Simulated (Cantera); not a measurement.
Cantera run:

```python
import numpy as np
import cantera as ct

gas_names = """
    CL CLO CL2 H HCL HOCL HO2 H2 H2O H2O2 O OH O2 O3 Si SiCL SiCL2 SiCL3 SiCL4 SiH SiHCL3 SiH2 SiH2CL2
    SiH3 SiH3CL SiH4 SiO SiO2 Si2 Si3
""".split()
cond_names = """
    H2O(s) H2O(L) Si(cr) Si(L) SiO2(Lqz) SiO2(hqz) SiO2(L)
""".split()


# ... load() reads the species with a 1 bar reference pressure and builds the phases ...
atoms = {
    'SiH2Cl2': {'Si': 1, 'H': 2, 'CL': 2},
    'O3': {'O': 3},
}
top_T = {}  # K; cautious upper limits of use, not melting points


# ... equilibrate(T, P, feed) seeds the gas with the atoms and calls Mixture.equilibrate('TP', solver="vcs", rtol=1e-11, max_steps=5000) ...
results = []
T = 1600  # K
P = 170  # Pa
for m in [0.074, 0.095, 0.12, 0.16, 0.21, 0.27, 0.35, 0.45, 0.58, 0.75, 0.97]:
    feed = {'SiH2Cl2': 1, 'O3': m}  # mol
    mix = equilibrate(T, P, feed)
    results.append((T, P, feed, dict(zip(mix.species_names, mix.species_moles))))
    x = sorted(zip(gas.X, gas.species_names), reverse=True)
    print(f"T = {T:g} K  P = {P:g} Pa  n(O3) = {m:g} mol  gas = {mix.phase_moles(0):.4g} mol")
    print("   x: " + "  ".join(f"{s} {v:.3e}" for v, s in x if v > 0.001))
    print("   condensed (mol): " + ("  ".join(f"{mix.phase(i).name} {mix.phase_moles(i):.4g}"
          for i in range(1, mix.n_phases) if mix.phase_moles(i) > 1e-12) or "none"))
```

Result:

```
T = 1600 K  P = 170 Pa  n(O3) = 0.074 mol  gas = 2.216 mol
   x: H2 3.541e-01  SiCL2 3.442e-01  HCL 1.935e-01  SiO 1.002e-01  SiCL3 6.295e-03
   condensed (mol): none
T = 1600 K  P = 170 Pa  n(O3) = 0.095 mol  gas = 2.277 mol
   x: H2 3.179e-01  SiCL2 3.059e-01  HCL 2.418e-01  SiO 1.252e-01  SiCL3 7.381e-03
   condensed (mol): none
T = 1600 K  P = 170 Pa  n(O3) = 0.12 mol  gas = 2.35 mol
   x: HCL 2.962e-01  H2 2.770e-01  SiCL2 2.631e-01  SiO 1.532e-01  SiCL3 8.332e-03
   condensed (mol): none
T = 1600 K  P = 170 Pa  n(O3) = 0.16 mol  gas = 2.468 mol
   x: HCL 3.769e-01  H2 2.164e-01  SiCL2 2.004e-01  SiO 1.945e-01  SiCL3 9.138e-03  SiCL4 1.026e-03
   condensed (mol): none
T = 1600 K  P = 170 Pa  n(O3) = 0.21 mol  gas = 2.616 mol
   x: HCL 4.682e-01  SiO 2.408e-01  H2 1.478e-01  SiCL2 1.308e-01  SiCL3 8.968e-03  SiCL4 1.514e-03  CL 1.270e-03
   condensed (mol): none
T = 1600 K  P = 170 Pa  n(O3) = 0.27 mol  gas = 2.532 mol
   x: HCL 5.211e-01  SiO 2.157e-01  H2 1.341e-01  SiCL2 1.159e-01  SiCL3 9.283e-03  SiCL4 1.831e-03  CL 1.484e-03
   condensed (mol): SiO2(hqz) 0.1319
T = 1600 K  P = 170 Pa  n(O3) = 0.35 mol  gas = 2.391 mol
   x: HCL 5.926e-01  SiO 1.695e-01  H2 1.218e-01  SiCL2 1.019e-01  SiCL3 9.733e-03  SiCL4 2.291e-03  CL 1.771e-03
   condensed (mol): SiO2(hqz) 0.3224
T = 1600 K  P = 170 Pa  n(O3) = 0.45 mol  gas = 2.236 mol
   x: HCL 6.978e-01  SiO 1.120e-01  H2 9.805e-02  SiCL2 7.668e-02  SiCL3 9.616e-03  SiCL4 2.970e-03  CL 2.324e-03
   condensed (mol): SiO2(hqz) 0.5497
T = 1600 K  P = 170 Pa  n(O3) = 0.58 mol  gas = 2.076 mol
   x: HCL 8.616e-01  H2 5.058e-02  SiO 4.169e-02  SiCL2 3.138e-02  SiCL3 6.765e-03  CL 3.996e-03  SiCL4 3.593e-03
   condensed (mol): SiO2(hqz) 0.8267
T = 1600 K  P = 170 Pa  n(O3) = 0.75 mol  gas = 2.185 mol
   x: HCL 7.997e-01  CL 1.122e-01  H2O 5.763e-02  O2 2.816e-02  CL2 1.773e-03
   condensed (mol): SiO2(hqz) 1
T = 1600 K  P = 170 Pa  n(O3) = 0.97 mol  gas = 2.534 mol
   x: HCL 6.553e-01  O2 1.458e-01  CL 1.291e-01  H2O 6.655e-02  CL2 2.346e-03
   condensed (mol): SiO2(hqz) 1
```

Method: chemical equilibrium by Gibbs-energy minimisation in Cantera with the NASA 1993 tables (ideal gas, pure condensed phases). The tables' values for SiCl3, SiCl are old estimates; treat these amounts as uncertain. The tables hold silica as quartz up to 1696 K and as liquid above; real silica turns to tridymite and cristobalite and melts near 1996 K.
